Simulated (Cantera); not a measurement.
A perfectly stirred reactor is fed with 7.69 % NO, 92.3 % N2, at 1.38 atm; it is held at 1950 K, and followed from long to short residence time.

Model: GRI-Mech 3.0 (53 species, 325 reactions), integrated in Cantera.

x: mole fraction; the columns are a selection and need not sum to one.

```tsv
τ (s)	x NO	x N2O	x O	x O2	x N2	x NO2
14	0.0190	3.65e-7	6.56e-5	0.0289	0.952	1.57e-5
3.1	0.0430	1.01e-6	5.11e-5	0.0169	0.940	2.76e-5
0.66	0.0661	2.15e-6	3.11e-5	0.00539	0.928	2.56e-5
0.14	0.0745	2.69e-6	1.90e-5	0.00117	0.924	1.74e-5
0.031	0.0764	2.79e-6	1.47e-5	0.000244	0.923	1.37e-5
0.0067	0.0768	2.68e-6	?	?	0.923	?
0.0015	0.0769	?	?	?	0.923	?
0.00031	0.0769	1.19e-6	1.60e-6	8.61e-8	0.923	1.27e-6
```

Q: Complete the blanks.

A: 
- 0.0067, x O: 1.20e-5
- 0.0067, x O2: 4.14e-5
- 0.0067, x NO2: 1.12e-5
- 0.0015, x N2O: 2.22e-6
- 0.0015, x O: 6.83e-6
- 0.0015, x O2: 3.58e-6
- 0.0015, x NO2: 6.24e-6
